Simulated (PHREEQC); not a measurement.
A column of 0.5 m (30 cells, dispersivity 0.018 m, 300 s a shift, diffusion coefficient 3e-10 m²/s) holds 0.088 eq of the database's cation exchanger X per kg of pore water, first in equilibrium with 0.001 mol KCl, 0.0022 mol KBr, 0.0039 mol MnCl2 and 1e-05 mol HCl per kg of water. It is flushed with 0.00069 mol/kgw ZnCl2, 0.0034 mol/kgw CdCl2, 0.06 mol/kgw LiCl and 1e-05 mol/kgw HCl, at 25 °C. Values are for the last cell. CO2 from the air is kept out. No solid was allowed to form.

The numbers come from PHREEQC with the ion-association model, phreeqc.dat.

| pore volumes | Li in solution (mol/kgw) | Br in solution (mol/kgw) | Cd in solution (mol/kgw) | Zn in solution (mol/kgw) |
|---|---|---|---|---|
| 0 | 0 | 0.00220 | 0 | 0 |
| 0.1833 | 0 | 0.00220 | 0 | 0 |
| 0.5167 | 3.63e-6 | 0.00218 | 0 | 0 |
| 0.6833 | 0.000335 | 0.00199 | 2.89e-14 | 0 |
| 0.85 | 0.00338 | 0.00150 | 2.00e-9 | 0 |
| 1.183 | 0.0210 | 0.000490 | 6.03e-6 | 1.20e-12 |
| 1.35 | 0.0301 | 0.000230 | 2.34e-5 | 1.31e-11 |
| 1.517 | 0.0372 | 9.87e-5 | 5.11e-5 | 6.18e-11 |
| 1.683 | 0.0424 | 3.98e-5 | 8.40e-5 | 1.82e-10 |
| 2.017 | 0.0489 | 5.66e-6 | 0.000156 | 7.77e-10 |
| 2.183 | 0.0509 | 2.04e-6 | 0.000194 | 1.33e-9 |
| 2.35 | 0.0525 | 7.19e-7 | 0.000236 | 2.12e-9 |
| 2.683 | 0.0548 | 8.50e-8 | 0.000329 | 4.71e-9 |
| 2.85 | 0.0556 | 2.87e-8 | 0.000382 | 6.72e-9 |
| 3.017 | 0.0563 | 9.60e-9 | 0.000440 | 9.40e-9 |
| 3.35 | 0.0573 | 1.05e-9 | 0.000572 | 1.76e-8 |
| 3.517 | 0.0577 | 3.45e-10 | 0.000645 | 2.37e-8 |
| 3.683 | 0.0580 | 1.13e-10 | 0.000723 | 3.16e-8 |
| 3.85 | 0.0582 | 3.68e-11 | 0.000805 | 4.17e-8 |
| 4.183 | 0.0586 | 3.87e-12 | 0.000979 | 7.13e-8 |
| 4.35 | 0.0588 | 1.25e-12 | 0.00107 | 9.22e-8 |
| 4.517 | 0.0589 | 4.03e-13 | 0.00116 | 1.18e-7 |
| 4.85 | 0.0591 | 4.17e-14 | 0.00134 | 1.91e-7 |
| 5.017 | 0.0591 | 1.34e-14 | 0.00143 | 2.40e-7 |

Species that the database lacks are ignored.
